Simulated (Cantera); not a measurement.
An adiabatic, constant-pressure homogeneous reactor starts with 6.87 % CH₄, 19.6 % O₂, 73.5 % N₂, at 1375 K and 1.70 bar.

Computed with Cantera and GRI-Mech 3.0 (53 species, 325 reactions).

Task: Predict: time of steepest temperature rise; temperature at 0.100 s; equilibrium temperature; x(O₂) at 0.100 s.

Result: 
```
Property                                                          Result
---------------------------------  -------------------------------------
time of steepest temperature rise                                2.58 ms
temperature at 0.100 s                                            2562 K
equilibrium temperature                                           2562 K
x(O₂) at 0.100 s                   0.0542 (gas-phase equilibrium 0.0542)
```
